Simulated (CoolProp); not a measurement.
Model: reference Helmholtz-energy equation of state, Lemmon 2006, in CoolProp. It is a short technical equation, of lower accuracy than the large ones.

Q: For nitrous oxide, give the phase and the density (kg/m³), cp (kJ/(kg K)), expansivity (1/kK) at 229.6 K and 1550 kPa; 257.3 K and 628 kPa.

A: 
- 229.6 K and 1550 kPa: liquid; density 1090, cp 1.82, expansivity 3.27
- 257.3 K and 628 kPa: gas; density 13.7, cp 0.914, expansivity 4.66
